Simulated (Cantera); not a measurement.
# Low-pressure radical oxidation in H2/O2

An isothermal, constant-pressure homogeneous reactor starts with 14.5 % H2, 85.5 % O2, equivalence ratio 0.085, at 1300 K and 0.0132 atm.

Computed with Cantera and the H2/O2 subset of GRI-Mech 3.0, which has no nitrogen chemistry. Radical loss at walls, strong at low pressure, is not modelled. The temperature is held fixed by assumption; the heat of reaction is taken as removed at once.

```csv
t (s),x H2,x O2,x H2O,x H,x H2O2,x O
0.000500,0.145,0.855,0.000213,0.000110,2.38e-9,0.000103
0.00126,0.00789,0.761,0.111,0.0410,2.37e-7,0.0668
0.00315,0.00523,0.764,0.119,0.0343,1.98e-7,0.0668
0.00792,0.00439,0.780,0.127,0.0249,2.10e-7,0.0535
0.0199,0.00273,0.807,0.140,0.0113,2.19e-7,0.0313
0.0500,0.000933,0.831,0.151,0.00212,1.80e-7,0.0102
0.126,0.000182,0.841,0.155,0.000178,9.64e-8,0.00197
0.315,3.20e-5,0.843,0.156,1.32e-5,4.01e-8,0.000346
0.792,6.74e-6,0.843,0.156,1.28e-6,1.57e-8,7.32e-5
1.99,1.75e-6,0.843,0.157,1.71e-7,6.18e-9,1.91e-5
5.00,5.38e-7,0.843,0.157,2.93e-8,2.54e-9,5.89e-6
```
x: mole fraction; the columns are a selection and need not sum to one.

Equilibrium at this temperature and pressure: H2 1.29e-7, O2 0.843, H2O 0.157, H 3.47e-9, H2O2 9.11e-10, O 1.42e-6 (gas phase only).
